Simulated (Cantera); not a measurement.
# Thermodynamics of silicon carbide growth, feed (CH₃)₂SiCl₂ + H₂

Charge: 1 mol (CH₃)₂SiCl₂, 1100 mol H₂, held at 2375 K and 0.530 bar.

Method: chemical equilibrium by Gibbs-energy minimisation in Cantera with the NASA 1993 tables (ideal gas, pure condensed phases). Candidate condensed phases: C, C₆H₆, C₇H₈, C₈H₁₈, Si, SiC; 109 gas species. The feed counts by its element totals alone. Gases not in the tables: Si₂H₆ and higher silanes. The numbers say what is thermodynamically allowed, not how fast it happens.

- x(H₂) = 0.977
- x(H) = 0.0192
- x(HCl) = 0.00176
- x(C₂H₂ (acetylene)) = 0.000844
- x(Si) = 0.000583
- x(SiH) = 0.000135
- x(SiH₂) = 0.000108
- x(CH₄) = 3.51e-5
- x(Cl) = 2.47e-5
- gas amount = 1115 mol
- log10 activity of C(graphite) (absent) = -0.43
- log10 activity of Si(l) (absent) = -0.76
